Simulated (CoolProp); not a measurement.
Properties of the fluoroketone C6F12O (FK-5-1-12) along the isobar 24.2 bar.

Computed with CoolProp (reference Helmholtz-energy equation of state, McLinden 2015).

```json
[
 {"T (K)": "319.6", "phase": "liquid", "cv (kJ/(kg K))": "0.8991", "speed of sound (m/s)": "459.7", "Joule-Thomson coefficient (K/MPa)": "[?]"},
 {"T (K)": "332.5", "phase": "liquid", "cv (kJ/(kg K))": "0.9087", "speed of sound (m/s)": "422.4", "Joule-Thomson coefficient (K/MPa)": "-0.1753"},
 {"T (K)": "345.4", "phase": "liquid", "cv (kJ/(kg K))": "0.9195", "speed of sound (m/s)": "385.9", "Joule-Thomson coefficient (K/MPa)": "-0.1261"},
 {"T (K)": "358.2", "phase": "liquid", "cv (kJ/(kg K))": "0.9313", "speed of sound (m/s)": "350.1", "Joule-Thomson coefficient (K/MPa)": "-0.06391"},
 {"T (K)": "371.1", "phase": "liquid", "cv (kJ/(kg K))": "[?]", "speed of sound (m/s)": "314.6", "Joule-Thomson coefficient (K/MPa)": "0.01828"},
 {"T (K)": "384", "phase": "liquid", "cv (kJ/(kg K))": "0.9580", "speed of sound (m/s)": "[?]", "Joule-Thomson coefficient (K/MPa)": "0.1304"},
 {"T (K)": "396.9", "phase": "liquid", "cv (kJ/(kg K))": "[?]", "speed of sound (m/s)": "243.8", "Joule-Thomson coefficient (K/MPa)": "0.2919"},
 {"T (K)": "409.8", "phase": "liquid", "cv (kJ/(kg K))": "0.9885", "speed of sound (m/s)": "207.6", "Joule-Thomson coefficient (K/MPa)": "0.5444"},
 {"T (K)": "422.7", "phase": "liquid", "cv (kJ/(kg K))": "1.006", "speed of sound (m/s)": "169.5", "Joule-Thomson coefficient (K/MPa)": "0.9926"},
 {"T (K)": "435.6", "phase": "liquid", "cv (kJ/(kg K))": "1.026", "speed of sound (m/s)": "127.5", "Joule-Thomson coefficient (K/MPa)": "1.993"},
 {"T (K)": "448.5", "phase": "supercritical", "cv (kJ/(kg K))": "1.057", "speed of sound (m/s)": "77.42", "Joule-Thomson coefficient (K/MPa)": "[?]"},
 {"T (K)": "461.3", "phase": "supercritical", "cv (kJ/(kg K))": "1.085", "speed of sound (m/s)": "52.41", "Joule-Thomson coefficient (K/MPa)": "17.03"},
 {"T (K)": "474.2", "phase": "supercritical", "cv (kJ/(kg K))": "1.068", "speed of sound (m/s)": "65.64", "Joule-Thomson coefficient (K/MPa)": "12.69"},
 {"T (K)": "487.1", "phase": "supercritical", "cv (kJ/(kg K))": "1.067", "speed of sound (m/s)": "75.11", "Joule-Thomson coefficient (K/MPa)": "9.987"},
 {"T (K)": "500", "phase": "supercritical", "cv (kJ/(kg K))": "[?]", "speed of sound (m/s)": "82.40", "Joule-Thomson coefficient (K/MPa)": "[?]"}
]
```

Problem. Complete the blanks.

Solution. 
- 319.6, Joule-Thomson coefficient (K/MPa): -0.2144
- 371.1, cv (kJ/(kg K)): 0.9442
- 384, speed of sound (m/s): 279.3
- 396.9, cv (kJ/(kg K)): 0.9728
- 448.5, Joule-Thomson coefficient (K/MPa): 5.766
- 500, cv (kJ/(kg K)): 1.071
- 500, Joule-Thomson coefficient (K/MPa): 8.293
